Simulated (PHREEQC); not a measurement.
A PHREEQC input (ion-association model, phreeqc.dat):

```
SOLUTION 1
  temp 70
  units percent
  pH 8.59
  pe 8.1
  Na 6520
  K 3580
  Ca 7.09
  Mg 2100
  Cl 17100
  S(6) 1180 as SO4
  Alkalinity 977 as HCO3
  Cd 24.3
END
USE solution 1
EQUILIBRIUM_PHASES 1
  CO2(g) -2.5 10
END
```

It stops with these messages:

```
ERROR: Calculations terminating due to input errors.
```

The fault: a unit that the program doesn't know. The line should read `units mg/kgw` where the input has `units percent`. With the mend the run ends at pH 8.24 and ionic strength 0.592 mol/kgw.
